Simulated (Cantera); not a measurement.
## Thermodynamics of boron, boron nitride and boron oxide, feed borazine + N2

Input: 1 mol borazine, 37 mol N2, equilibrated at 2077 °C and 0.200 bar.

These are equilibrium values from Cantera (NASA tables, ideal gas, pure condensed phases), not measurements of a reactor. Candidate condensed phases: B, BN; 15 gas species. The feed counts by its element totals alone. The tables' values for BH2 are old estimates; treat these amounts as uncertain. Equilibrium is a limit: real reactors are often held back by kinetics, nucleation or transport.

```yaml
x(N2): 0.922
x(H2): 0.0710
x(H): 0.00743
x(BH2): 4.24e-5
x(B): 2.18e-5
x(BN): 4.69e-6
x(BH): 1.99e-6
n(BN(s)): 3.00 mol
gas_amount: 40.15 mol
log10 activity of B(s) (absent): -0.63
log10 activity of B(l) (absent): -0.63
```
